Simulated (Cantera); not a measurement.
## Fe₃O₄ + CO + H₂ (carbothermic reduction)

Input: 1 mol Fe₃O₄, 3.1 mol CO, 3.7 mol H₂, equilibrated at 0.0100 bar.

These are equilibrium values from Cantera (NASA tables, ideal gas, pure condensed phases), not measurements of a reactor. Candidate condensed phases: C, C₆H₆, C₇H₈, C₈H₁₈, Fe, Fe(CO)₅, FeO, Fe(OH)₂, Fe(OH)₃, Fe₂O₃, Fe₃O₄, H₂O; 114 gas species. Each liquid is taken as pure. Mutual solubility and eutectic melting of coexisting phases are not modelled. The tables' stoichiometric FeO is somewhat more stable than real wüstite, so its field is too wide. FeO: taken at fixed stoichiometry. Kinetics and transport are ignored.

At 1623 K the condensed part is Fe(γ) + FeO(s). From 1673 K to 1773 K the condensed part is Fe(δ) + FeO(l). From 1823 K to 2023 K the condensed part is Fe(l) + FeO(l). From 2073 K to 2173 K the condensed part is FeO(l). The main Fe-bearing gas is Fe throughout. The share of Fe in condensed phases is highest at 1623 K (100.0 %) and lowest at 2173 K (64.7 %).

```
T (K)   x CO   x H₂  x H₂O      x Fe   x CO₂       x H     x FeO  n Fe(γ)  n FeO(s)  n Fe(δ)  n FeO(l)  n Fe(l)
-----  -----  -----  -----  --------  ------  --------  --------  -------  --------  -------  --------  -------
1623   0.396  0.371  0.173  0.000167  0.0596  0.000421   5.07e-7    0.581      2.42        0         0        0
1673   0.399  0.369  0.174  0.000401  0.0570  0.000692   1.47e-6        0         0    0.572      2.43        0
1723   0.402  0.370  0.172  0.000913  0.0533   0.00111   3.91e-6        0         0    0.532      2.46        0
1773   0.405  0.371  0.170   0.00198  0.0500   0.00173   9.77e-6        0         0    0.490      2.50        0
1823   0.406  0.371  0.169   0.00407  0.0473   0.00264   2.32e-5        0         0        0      2.52    0.451
1873   0.406  0.368  0.169   0.00791  0.0455   0.00391   5.23e-5        0         0        0      2.52    0.420
1923   0.404  0.363  0.168    0.0148  0.0436   0.00568  0.000113        0         0        0      2.53    0.367
1973   0.400  0.356  0.167    0.0268  0.0417   0.00805  0.000234        0         0        0      2.53    0.277
2023   0.392  0.346  0.163    0.0471  0.0396    0.0112  0.000467        0         0        0      2.54    0.122
2073   0.378  0.324  0.167    0.0737  0.0403    0.0150  0.000898        0         0        0      2.45        0
2123   0.359  0.289  0.183     0.100  0.0454    0.0193   0.00167        0         0        0      2.22        0
2173   0.337  0.251  0.200     0.130  0.0519    0.0242   0.00302        0         0        0      1.94        0
```
x: gas mole fraction; n: condensed amount in mol.
